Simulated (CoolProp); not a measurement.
Vapour pressure (MPa) of diethyl ether: the reference equation beside estimates from Tc = 194.7 °C, pc = 3.717 MPa, ω = 0.282.

Computed with CoolProp (reference Helmholtz-energy equation of state, Thol 2014).

```
T (°C)  reference  van der Waals  Redlich-Kwong  Soave-Redlich-Kwong  Peng-Robinson
------  ---------  -------------  -------------  -------------------  -------------
49.15      0.1661         0.6861         0.2833               0.1647         0.1645
55.35      0.2015         0.7565         0.3332               0.2001         0.1994
61.55      0.2425         0.8314         0.3892               0.2412         0.2398
67.85      0.2903         0.9124         0.4526               0.2892         0.2871
74.05      0.3441         0.9969         0.5219               0.3433         0.3403
80.25      0.4050          1.086         0.5984               0.4049         0.4008
86.45      0.4738          1.181         0.6824               0.4744         0.4692
92.65      0.5510          1.280         0.7743               0.5527         0.5460
98.85      0.6372          1.385         0.8745               0.6402         0.6321
105.15     0.7347          1.496         0.9852               0.7394         0.7298
111.35     0.8411          1.612          1.103               0.8479         0.8366
117.55     0.9586          1.732          1.230               0.9677         0.9547
123.75      1.088          1.858          1.367                1.100          1.085
129.95      1.229          1.990          1.514                1.244          1.228
136.15      1.384          2.128          1.671                1.403          1.385
```

Absolute difference from the reference over all 15 rows, mean and median: van der Waals 151.0 and 132.3 %, Redlich-Kwong 42.4 and 40.5 %, Soave-Redlich-Kwong 0.6 and 0.6 %, Peng-Robinson 0.7 and 0.9 %.
